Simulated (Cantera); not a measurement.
## Ignition delay

Mixture: C₂H₄ : O₂ : N₂ : H₂O : CO₂ = 1 : 3.09 : 11.6 : 0.76 : 0.11 (molar parts), at 1000000 Pa, adiabatic and at constant volume. Ignition delay is the time to a rise of 400 K.

Computed with Cantera and GRI-Mech 3.0 (53 species, 325 reactions). GRI-Mech 3.0 was tuned for natural gas; its chemistry of ethylene as a main component is partial and can be far from experiment.

| T0 (K) | delay (ms) |
|---|---|
| 1175 | 1.07 |
| 1275 | 0.149 |
| 1375 | 0.0246 |
| 1475 | 0.00673 |
| 1575 | 0.00326 |
| 1675 | 0.00201 |
| 1775 | 0.00139 |
| 1875 | 0.00102 |

```yaml
apparent activation energy between 1675 and 1875 K: 88 kJ/mol
```
